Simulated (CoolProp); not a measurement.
n-heptane at 437.29 K and 0.134 MPa is throttled through a valve to 0.014 MPa with no heat exchange. Each further row changes one setting.

Computed with CoolProp (reference Helmholtz-energy equation of state, Span 2003). It is a short technical equation, of lower accuracy than the large ones.

```json
[
 {"case": "as stated", "temperature change (K)": "…", "final density (kg/m³)": "0.389"},
 {"case": "outlet pressure 0.0042 MPa", "temperature change (K)": "…", "final density (kg/m³)": "…"},
 {"case": "outlet pressure 0.0182 MPa", "temperature change (K)": "…", "final density (kg/m³)": "…"}
]
```

### Question
Complete the blanks.

### Answer

- as stated, temperature change (K): -2.0
- outlet pressure 0.0042 MPa, temperature change (K): -2.1
- outlet pressure 0.0042 MPa, final density (kg/m³): 0.116
- outlet pressure 0.0182 MPa, temperature change (K): -1.9
- outlet pressure 0.0182 MPa, final density (kg/m³): 0.506
